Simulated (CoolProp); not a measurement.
Vapour-liquid equilibrium of propylene (1) + R142b (2) at 293.1 K; x and y are mole fractions of (1).

Values from CoolProp's multi-fluid Helmholtz-energy mixture model, Lemmon 2013 and Lemmon 2006; pair parameters Bell 2016.

Q: Give the bubble pressure and the first vapour's composition at x = 0.5, 0.65, 0.95. Is there an azeotrope?

A: x = 0.5: 6.793 bar, y = 0.752; x = 0.65: 7.826 bar, y = 0.838; x = 0.95: 9.817 bar, y = 0.977. No azeotrope shows between x = 0.05 and 0.95.

Pair parameters are fitted to limited data, so mixtures are less certain than the pure fluids.
